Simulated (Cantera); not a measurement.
## Equilibrium for silicon epitaxy and polysilicon growth: SiH2Cl2 + Cl2 + N2

A closed system holds: 1 mol SiH2Cl2, 0.016 mol Cl2, 19 mol N2, held at 1373 K.

These are equilibrium values from Cantera (NASA tables, ideal gas, pure condensed phases), not measurements of a reactor. Candidate condensed phases: NH4Cl, Si, Si3N4; 28 gas species. N2 is the only nitrogen source here; it is nearly inert below about 1500 K, so the nitride shown seldom forms there in practice. The tables' values for SiCl3 are old estimates; treat these amounts as uncertain. The numbers say what is thermodynamically allowed, not how fast it happens.

From 0.00100 bar to 2.00 bar the condensed part is Si3N4(s). The main Si-bearing gas is SiCl2 at 0.00100 bar and SiCl4 at 2.00 bar. The share of Si in condensed phases is highest at 0.0960 bar (83.0 %) and lowest at 0.00100 bar (65.5 %).

```csv
P (Pa),x N2,x HCl,x H2,x SiCl2,x SiCl4,x SiCl3,x SiHCl3,x Cl,n Si3N4(s)
100,0.903,0.0627,0.0173,0.0148,0.000581,0.00137,1.01e-5,4.16e-5,0.218
460,0.904,0.0693,0.0142,0.00792,0.00211,0.00190,2.75e-5,2.36e-5,0.252
2100,0.906,0.0710,0.0136,0.00317,0.00427,0.00171,5.16e-5,1.16e-5,0.271
9600,0.908,0.0699,0.0142,0.00106,0.00604,0.00118,7.77e-5,5.22e-6,0.277
44000,0.909,0.0675,0.0155,0.000330,0.00736,0.000725,0.000107,2.26e-6,0.276
200000,0.909,0.0645,0.0170,1.00e-4,0.00844,0.000427,0.000140,9.66e-7,0.272
```
x: gas mole fraction; n: condensed amount in mol.
